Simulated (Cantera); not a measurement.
An adiabatic, constant-pressure homogeneous reactor starts with 5.55 % CH₄, 1.22 % H₂, 18.6 % O₂, 70.0 % N₂, 4.66 % H₂O, equivalence ratio 0.63, at 1025 K and 2.66 atm.

Model: GRI-Mech 3.0 (53 species, 325 reactions), integrated in Cantera.

x: mole fraction; the columns are a selection and need not sum to one.

| t (s) | T (K) | x CH₄ | x H₂ | x O₂ | x NO | x HCN | x CH₂O | x CO |
|---|---|---|---|---|---|---|---|---|
| 6.00e-6 | 1025 | 0.0555 | 0.0122 | 0.186 | <1e-12 | <1e-12 | <1e-12 | <1e-12 |
| 1.53e-5 | 1025 | 0.0555 | 0.0122 | 0.186 | <1e-12 | <1e-12 | 2.52e-12 | <1e-12 |
| 3.91e-5 | 1025 | 0.0555 | 0.0122 | 0.186 | <1e-12 | <1e-12 | 1.66e-11 | <1e-12 |
| 9.99e-5 | 1025 | 0.0555 | 0.0122 | 0.186 | <1e-12 | <1e-12 | 1.06e-10 | <1e-12 |
| 0.000255 | 1025 | 0.0555 | 0.0122 | 0.186 | <1e-12 | <1e-12 | 6.49e-10 | <1e-12 |
| 0.000651 | 1025 | 0.0555 | 0.0122 | 0.186 | <1e-12 | <1e-12 | 3.78e-9 | 1.65e-12 |
| 0.00166 | 1025 | 0.0555 | 0.0122 | 0.186 | <1e-12 | <1e-12 | 2.27e-8 | 2.52e-11 |
| 0.00424 | 1025 | 0.0555 | 0.0122 | 0.186 | <1e-12 | <1e-12 | 2.91e-7 | 7.60e-10 |
| 0.0108 | 1027 | 0.0553 | 0.0121 | 0.186 | <1e-12 | <1e-12 | 0.000171 | 1.16e-5 |
| 0.0277 | 2228 | <1e-12 | 0.000532 | 0.0684 | (withheld) | <1e-12 | <1e-12 | 0.000933 |
| 0.0706 | 2224 | <1e-12 | 0.000524 | 0.0674 | (withheld) | <1e-12 | <1e-12 | 0.000916 |
| 0.180 | 2218 | <1e-12 | 0.000512 | 0.0660 | (withheld) | <1e-12 | <1e-12 | 0.000892 |
| 0.460 | 2215 | <1e-12 | 0.000505 | 0.0652 | 0.00675 | <1e-12 | <1e-12 | 0.000879 |
| 1.18 | 2215 | <1e-12 | 0.000505 | 0.0652 | 0.00688 | <1e-12 | <1e-12 | 0.000878 |
| 3.00 | 2215 | <1e-12 | 0.000505 | 0.0652 | 0.00688 | <1e-12 | <1e-12 | 0.000878 |

**Question.** Complete the blanks.

**Answer.** 
- 0.0277, x NO: 0.000364
- 0.0706, x NO: 0.00229
- 0.180, x NO: 0.00515
